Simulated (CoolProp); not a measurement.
Vapour-liquid equilibrium of methane (1) + ethylene (2) at 0.0593 MPa; x and y are mole fractions of (1).

Model: multi-fluid Helmholtz-energy mixture model, Setzmann 1991 and Smukala 2000; pair parameters Bell 2016, in CoolProp.

```
x      bubble temperature (K)  y at the bubble point  dew temperature at overall composition x (K)  liquid density (mol/L)
-----  ----------------------  ---------------------  --------------------------------------------  ----------------------
0.05                    140.1                  0.804                                         160.0                   21.81
0.125                   125.7                  0.958                                         158.8                   22.74
0.2                     119.2                  0.982                                         157.5                   23.31
0.275                   115.6                  0.990                                         156.1                   23.76
0.35                    113.3                  0.993                                         154.6                   24.14
0.425                   111.7                  0.995                                         153.0                   24.49
0.5                     110.5                  0.996                                         151.1                   24.82
0.575                   109.6                  0.997                                         149.1                   25.14
0.65                    108.9                  0.997                                         146.7                   25.45
0.725                   108.2                  0.998                                         143.9                   25.76
0.8                     107.5                  0.999                                         140.3                   26.06
0.875                   106.8                  0.999                                         135.5                   26.37
0.95                    106.1                  1.000                                         127.1                   26.67
```

No azeotrope shows between x = 0.05 and 0.95.

Pair parameters are fitted to limited data, so mixtures are less certain than the pure fluids. With so large a gap from Raoult's law the liquid may split in two, which this calculation doesn't test in full.
